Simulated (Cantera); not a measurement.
A Cantera script and its output.

```python
import numpy as np
import cantera as ct

gas = ct.Solution("gri30.yaml")
gas.TPX = 548, 500000, {'CH4': 1, 'C2H6': 0.25, 'C3H8': 0.093, 'O2': 2.39, 'N2': 8.97}
flame = ct.FreeFlame(gas, width=0.013)
flame.set_refine_criteria(ratio=3, slope=0.08, curve=0.16)
flame.transport_model = "mixture-averaged"
flame.solve(loglevel=0, auto=True)
flame.transport_model = "multicomponent"
flame.soret_enabled = True
flame.solve(loglevel=0, refine_grid=True)
z, T = flame.grid, flame.T
thick = (T[-1] - T[0]) / np.gradient(T, z).max()
show = ['CH4', 'C2H6', 'C3H8', 'NO2', 'CO', 'HCN']
print(f"laminar burning velocity  {flame.velocity[0] * 100:.3f} cm/s")
print(f"burnt temperature         {T[-1]:.1f} K")
print(f"thermal thickness         {thick * 1e3:.4f} mm")
print(f"grid points               {len(z)}")
z0 = z[flame.heat_release_rate.argmax()]
print(f"{'z/mm':>9s}{'T/K':>9s}{'u/(m/s)':>9s}" + "".join(f"{s:>11s}" for s in show))
rows = []
for k in (-3, -2, -1.5, -1, -0.5, -0.25, 0, 0.25, 0.5, 1, 2, 4, 8):
    zz = z0 + k * thick
    rows.append([k * thick, np.interp(zz, z, T), np.interp(zz, z, flame.velocity),
                 *(np.interp(zz, z, flame.X[gas.species_index(s)]) for s in show)])
    print(f"{rows[-1][0] * 1e3:9.3f}{rows[-1][1]:9.1f}{rows[-1][2]:9.3f}" + "".join(f"{x:11.3e}" for x in rows[-1][3:]))
```

Result:

```
laminar burning velocity  37.744 cm/s
burnt temperature         2184.2 K
thermal thickness         0.1574 mm
grid points               139
     z/mm      T/K  u/(m/s)        CH4       C2H6       C3H8        NO2         CO        HCN
   -0.472    548.6    0.379  7.847e-02  1.964e-02  7.308e-03  1.307e-09  1.807e-05  1.177e-09
   -0.315    554.2    0.384  7.767e-02  1.958e-02  7.298e-03  1.651e-08  1.884e-04  1.642e-08
   -0.236    574.2    0.399  7.588e-02  1.948e-02  7.304e-03  8.654e-08  8.596e-04  9.563e-08
   -0.157    686.2    0.482  6.937e-02  1.866e-02  7.212e-03  5.739e-07  5.209e-03  8.120e-07
   -0.079   1138.5    0.823  4.857e-02  1.186e-02  4.615e-03  1.267e-06  2.767e-02  5.774e-06
   -0.039   1527.6    1.129  2.978e-02  4.452e-03  1.188e-03  3.233e-07  5.162e-02  1.227e-05
    0.000   1883.6    1.416  1.128e-02  3.804e-04  1.319e-05  2.225e-08  7.449e-02  2.364e-05
    0.039   2066.1    1.560  3.140e-03  1.879e-05  1.969e-08  4.236e-09  8.266e-02  3.858e-05
    0.079   2131.4    1.609  1.124e-03  2.136e-06  6.519e-10  1.866e-09  8.318e-02  4.664e-05
    0.157   2166.6    1.634  3.474e-04  1.395e-07  1.088e-11  9.228e-10  8.184e-02  4.654e-05
    0.315   2179.3    1.642  1.258e-04  9.905e-09  2.120e-13  7.253e-10  8.103e-02  3.847e-05
    0.630   2183.3    1.645  4.722e-05  8.154e-10  5.935e-15  7.128e-10  8.106e-02  2.769e-05
    1.259   2184.2    1.646  1.198e-05  4.206e-11  2.819e-17  7.673e-10  8.126e-02  1.599e-05
```

Cantera simulation using GRI-Mech 3.0 (53 species, 325 reactions); the numbers are that mechanism's predictions, not measurements. Burning velocities carry a grid error of a few per cent, more on coarse grids.
